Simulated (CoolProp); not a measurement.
Computed with CoolProp (reference Helmholtz-energy equation of state, Akasaka 2022).

### Question
Give the vapour pressure (MPa), liquid density (kg/m³), vapour density (kg/m³), enthalpy of vaporisation (kJ/kg) of saturated R1233zd(E) at 54.65 °C.

### Answer
| T (°C) | p (MPa) | liquid density (kg/m³) | vapour density (kg/m³) | enthalpy of vaporisation (kJ/kg) |
|---|---|---|---|---|
| 54.65 | 0.337 | 1190 | 17.9 | 175 |
